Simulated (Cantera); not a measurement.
Feed: 1 mol Si, 10 mol HCl, at 7.30 Pa.

Cantera equilibrium calculation (NASA polynomials, part measured and part estimated; ideal gas, pure solids and liquids). Candidate condensed phases: Si; 19 gas species. The tables' values for SiCl₃, SiCl are old estimates; treat these amounts as uncertain. Rates play no part.

x: gas mole fraction; nothing condenses.

```tsv
T (K)	x HCl	x H₂	x SiCl₄	x SiCl₂	x Cl	x SiCl₃	x H
773	0.667	0.222	0.111	6.78e-9	1.59e-10	2.28e-6	5.01e-11
923	0.667	0.222	0.111	1.37e-5	3.91e-8	0.000194	1.35e-8
1073	0.674	0.216	0.103	___	___	0.00425	___
1223	0.736	___	___	___	___	0.0158	___
1373	0.786	0.112	0.00585	0.0848	0.000757	0.0104	0.000131
1523	0.789	0.105	0.000571	0.0951	0.00529	0.00426	0.000876
1673	0.764	0.109	6.68e-5	0.0967	0.0240	0.00176	0.00441
```

What belongs in the gaps?


- 1223, x H₂: 0.158
- 1223, x SiCl₄: 0.0450
- 1223, x SiCl₂: 0.0442
- 1223, x Cl: 5.61e-5
- 1223, x H: 1.40e-5
- 1073, x SiCl₂: 0.00280
- 1073, x Cl: 2.15e-6
- 1073, x H: 7.62e-7
